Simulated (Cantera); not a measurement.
A freely propagating, adiabatic, planar premixed flame of CH4 : CO : O2 : N2 : H2O = 1 : 0.13 : 2.09 : 7.84 : 0.97 (molar parts), equivalence ratio 0.99, unburnt at 700 K and 0.240 bar; multicomponent+Soret transport, grid criteria slope 0.08 and curve 0.16, no radiation.

Cantera simulation using GRI-Mech 3.0 (53 species, 325 reactions); the numbers are that mechanism's predictions, not measurements. Burning velocities carry a grid error of a few per cent, more on coarse grids.

Q: Predict: laminar burning velocity; thermal thickness; peak x(HCO).

A: laminar burning velocity: 200 cm/s
thermal thickness: 1.26 mm
peak x(HCO): 7.81e-5
